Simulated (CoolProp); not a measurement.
Properties of propylene glycol along the isobar 3.05 bar (Tc = 400.8 °C, pc = 72.92 bar, ω = 0.327).

The numbers come from the reference Helmholtz-energy equation of state, Eisenbach 2021 in CoolProp.

| T (°C) | phase | cp (kJ/(kg K)) | speed of sound (m/s) | isothermal compressibility (1/MPa) | expansivity (1/kK) | fugacity coefficient |
|---|---|---|---|---|---|---|
| 136.95 | liquid | 3.104 | 1183 | 0.0008871 | 0.9525 | 0.05390 |
| 145.45 | liquid | 3.149 | 1157 | 0.0009365 | 0.9780 | 0.07567 |
| 153.85 | liquid | 3.193 | 1132 | 0.0009896 | 1.005 | 0.1040 |
| 162.25 | liquid | 3.237 | 1106 | 0.001047 | 1.034 | 0.1408 |
| 170.65 | liquid | 3.282 | 1080 | 0.001111 | 1.066 | 0.1879 |
| 179.05 | liquid | 3.326 | 1055 | 0.001180 | 1.099 | 0.2472 |
| 187.45 | liquid | 3.371 | 1029 | 0.001256 | 1.136 | 0.3210 |
| 195.85 | liquid | 3.416 | 1002 | 0.001339 | 1.175 | 0.4118 |
| 204.25 | liquid | 3.462 | 976.2 | 0.001432 | 1.218 | 0.5222 |
| 212.65 | liquid | 3.508 | 949.7 | 0.001535 | 1.265 | 0.6550 |
| 221.05 | liquid | 3.555 | 922.9 | 0.001651 | 1.317 | 0.8131 |
| 229.45 | gas | 2.652 | 229.7 | 3.441 | 2.371 | 0.9571 |
| 237.85 | gas | 2.682 | 232.2 | 3.430 | 2.305 | 0.9598 |
| 246.25 | gas | 2.711 | 234.6 | 3.419 | 2.244 | 0.9622 |
| 254.65 | gas | 2.740 | 237.0 | 3.409 | 2.187 | 0.9645 |
| 263.05 | gas | 2.768 | 239.3 | 3.401 | 2.134 | 0.9666 |
